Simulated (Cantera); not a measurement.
Input (Python, Cantera):

```python
import numpy as np
import cantera as ct

gas = ct.Solution("gri30.yaml")


def delay(T, t_max=10):
    gas.TPX = T, 2500000, {'CO': 1, 'H2': 0.9, 'O2': 1.2, 'N2': 4.52, 'H2O': 1.1}
    reactor = ct.IdealGasConstPressureReactor(gas, clone=False)
    net = ct.ReactorNet([reactor])
    net.rtol, net.atol = 1e-8, 1e-16
    while net.time < t_max:
        t_old, T_old = net.time, reactor.T
        net.step()
        if reactor.T > T + 400:  # ignition: a rise of 400 K
            return t_old + (T + 400 - T_old) / (reactor.T - T_old) * (net.time - t_old)
    return np.nan


taus = []
for T in [1223, 1323, 1423, 1523, 1623, 1723, 1823]:
    taus.append(delay(T))
    print(f"T0 = {T:6g} K   tau = {taus[-1]:.4e} s")
```

Output:

```
T0 =   1223 K   tau = 1.1465e-04 s
T0 =   1323 K   tau = 2.8072e-05 s
T0 =   1423 K   tau = 7.5559e-06 s
T0 =   1523 K   tau = 2.3954e-06 s
T0 =   1623 K   tau = 1.0856e-06 s
T0 =   1723 K   tau = 6.6301e-07 s
T0 =   1823 K   tau = 4.7793e-07 s
```

Model: GRI-Mech 3.0 (53 species, 325 reactions), integrated in Cantera. The hydrogen kinetics of GRI-Mech 3.0 are dated; newer H2 mechanisms differ, most at raised pressure. The pressure lies above the range GRI-Mech 3.0 was tuned for (to about 10 atm).
